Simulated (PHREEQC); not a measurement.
Make-up at 20 °C: 0.076 mol HF, 0.028 mol CsF and 0.00091 mol HCl per kg of water. Closed to the air; pH follows from the charge balance.

Computed with PHREEQC (ion-association model, wateq4f.dat).

```tsv
quantity	before	after
pH	2.73	2.47
ionic strength (mol/kgw)	0.0301	0.0319
HF (mol/kgw)	0.0526	0.0902
F- (mol/kgw)	0.0245	0.0232
H2F2 (mol/kgw)	0.00869	0.0255
HF2- (mol/kgw)	0.00477	0.00776
```

Question: What was changed between the two runs?
A. HF from 0.076 to 0.038 mol/kgw
B. HF from 0.076 to 0.152 mol/kgw
C. CsF from 0.028 to 0.14 mol/kgw
D. temperature from 20 to 60 °C
E. CsF from 0.028 to 0.014 mol/kgw

Answer: B, HF from 0.076 to 0.152 mol/kgw

Precipitation was switched off in this run. wateq4f.dat counts part of the HF as a dimer, H2F2, which phreeqc.dat doesn't know; its constant is uncertain.
